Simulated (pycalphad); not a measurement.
Freezing of Al-Mn-Si alloys with rising Mn

Computed with pycalphad from the COST 507 light-alloy database (1999), at 1 atm. The database dates from 1999; later assessments differ in places, in temperatures and in the compounds included. Phase fractions are per mole of atoms.

Scheil-Gulliver runs (no diffusion in the solid, steps of 4 K) beside full equilibrium.

| alloy | liquidus (°C) | Scheil, half solid (°C) | Scheil, 80 % solid (°C) | Scheil, invariant end (°C) | liquid left at that end | equilibrium solidus (°C) |
|---|---|---|---|---|---|---|
| Al-4.6Mn-10.5Si (at.%) | 789 | at the invariant end | at the invariant end | 576 | 0.60 | 576 |
| Al-6.9Mn-10.5Si (at.%) | 839 | 577 | at the invariant end | 576 | 0.50 | 576 |
| Al-9.2Mn-10.5Si (at.%) | 875 | 591 | at the invariant end | 576 | 0.41 | 576 |
